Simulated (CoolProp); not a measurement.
Vapour-liquid equilibrium of benzene (1) + n-decane (2) at 0.58 MPa; x and y are mole fractions of (1).

Values from CoolProp's multi-fluid Helmholtz-energy mixture model, Thol 2012 and Lemmon 2006; pair parameters Bell 2016.

Problem. Give the bubble temperature and the first vapour's composition at x = 0.2, 0.5, 0.8. Is there an azeotrope?

Solution. x = 0.2: 221.7 °C, y = 0.543; x = 0.5: 183.1 °C, y = 0.865; x = 0.8: 160.7 °C, y = 0.966. No azeotrope shows between x = 0.05 and 0.95.

Pair parameters are fitted to limited data, so mixtures are less certain than the pure fluids.
